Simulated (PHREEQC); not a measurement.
## Acid mine or pickling water

A made-up water analysis in mg/L, 25 °C, pH 3.42, pe 12.4:

| constituent | mg/L |
|---|---|
| Na | 34.3 |
| K | 121 |
| Ca | 17.6 |
| Mg | 7.19 |
| Cl | 56.8 |
| S(6) as SO4 | 254 |
| Cu(2) | 1.29 |
| Li | 0.115 |
| O(0) (dissolved oxygen) | 5.17 |

Valence states are taken as typed.

Model: ion-association model, phreeqc.dat, run in PHREEQC.

This is a speciation only: nothing precipitates in the calculation.

Predict the ionic strength, charge-balance error.

ionic strength 0.00938 mol/kgw; charge-balance error -2.3 %.

In which forms is Ca present?

Ca+2 84 %, CaSO4 16 % of the Ca.
